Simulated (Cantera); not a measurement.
A jet of CH4 : O2 : N2 = 0.045 : 0.2 : 0.79 (molar parts), equivalence ratio 0.45 at 300 K and 55.5 Torr hits a platinum plate 3.5 cm away at a mass flux of 0.042 kg/m²/s; the plate temperature is set and raised in steps from an oxygen-covered start.

Model: Deutschmann's 1995 Pt surface mechanism with GRI-Mech 3.0 gas chemistry, integrated in Cantera. Catalytic surfaces can have several steady states; this one follows from the mechanism file's or the stated starting coverage.

x: mole fraction at the wall; θ: surface coverage.

| plate T (K) | wall x CH4 | wall x O2 | wall x H2O | wall x OH | wall x CO | wall x CO2 | θ free Pt | θ O* | θ OH* |
|---|---|---|---|---|---|---|---|---|---|
| 950 | 0.0256 | 0.155 | 0.0334 | 1.10e-7 | 1.31e-5 | 0.0220 | 0.257 | 0.742 | 0.00118 |
| 1000 | 0.0199 | 0.143 | 0.0439 | 3.15e-7 | 1.38e-5 | 0.0289 | 0.328 | 0.671 | 0.00121 |
| 1050 | 0.0155 | 0.134 | 0.0519 | 7.82e-7 | 1.44e-5 | 0.0342 | 0.398 | 0.600 | 0.00116 |
| 1100 | 0.0124 | 0.127 | 0.0576 | 1.74e-6 | 1.51e-5 | 0.0381 | 0.467 | 0.532 | 0.00107 |
| 1150 | 0.0101 | 0.122 | 0.0617 | 3.52e-6 | 1.61e-5 | 0.0408 | 0.533 | 0.466 | 0.000961 |
| 1200 | 0.00842 | 0.119 | 0.0645 | 6.65e-6 | ? | 0.0427 | 0.594 | 0.405 | 0.000850 |
| 1250 | 0.00720 | 0.117 | 0.0664 | 1.18e-5 | ? | 0.0439 | 0.651 | 0.348 | 0.000743 |
| 1300 | 0.00631 | 0.115 | 0.0676 | 1.97e-5 | ? | 0.0445 | 0.702 | 0.297 | 0.000644 |

Task: Some entries are withheld; supply them.

Result: 
- 1200, wall x CO: 1.75e-5
- 1250, wall x CO: 1.96e-5
- 1300, wall x CO: 2.27e-5
